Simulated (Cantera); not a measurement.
Input: 1 mol Cu2O, 790 mol H2, held at 0.000120 bar.

Equilibrium computed with Cantera from the NASA thermochemical tables; the gas is ideal and each condensed phase is pure. Candidate condensed phases: Cu, CuO, Cu(OH)2, Cu2O, H2O; 12 gas species. Kinetics and transport are ignored.

At 1800 K, list the 4 most abundant gas species with their mole fractions, and the condensed phases.

H2 0.964, H 0.0321, Cu 0.00248, H2O 0.00124. Condensed: gas only.
